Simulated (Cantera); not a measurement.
Thermodynamics of carbon deposition, reforming and gasification, feed C₆H₆ + H₂O + N₂

Feed: 1 mol C₆H₆, 0.032 mol H₂O, 24 mol N₂, held at 1.00 Torr.

Cantera equilibrium calculation (NASA polynomials, part measured and part estimated; ideal gas, pure solids and liquids). Candidate condensed phases: C, C₆H₆, C₇H₈, C₈H₁₈, H₂O; 136 gas species. Kinetics and transport are ignored.

From 1273 K to 2373 K the condensed part is C(graphite). The main C-bearing gas is CO at 1273 K and HCN at 2373 K.

```csv
T (K),x N₂,x H₂,x H,x HCN,n C(graphite)
1273,0.887,0.112,6.54e-6,5.03e-5,5.97
1373,0.887,0.112,3.05e-5,0.000125,5.96
1473,0.887,0.112,0.000116,0.000274,5.96
1573,0.886,0.112,0.000372,0.000543,5.95
1673,0.886,0.111,0.00104,0.000988,5.94
1773,0.885,0.110,0.00258,0.00167,5.92
1873,0.883,0.107,0.00579,0.00266,5.89
1973,0.879,0.103,0.0119,0.00399,5.85
2073,0.874,0.0965,0.0224,0.00565,5.80
2173,0.865,0.0862,0.0388,0.00753,5.73
2273,0.854,0.0722,0.0618,0.00941,5.66
2373,0.840,0.0555,0.0901,0.0109,5.57
```
x: gas mole fraction; n: condensed amount in mol.
